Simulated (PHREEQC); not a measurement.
30 mol of Gypsum (CaSO4:2H2O) is brought to equilibrium with 1 kg of water, at 25 °C and several pressures. The system is closed to CO2. The run lets Gypsum precipitate or redissolve, and no other solid.

The numbers come from PHREEQC with the Pitzer model, pitzer.dat.

Q: Predict dissolved Ca (mol/kgw), dissolved S (mol/kgw) at P (atm) = 50, 100, 800, 1000.

A: 
```
P (atm)  dissolved Ca (mol/kgw)  dissolved S (mol/kgw)
-------  ----------------------  ---------------------
50                       0.0160                 0.0160
100                      0.0169                 0.0169
800                      0.0292                 0.0292
1000                     0.0322                 0.0322
```

Complexes and solids missing from the database can't appear.
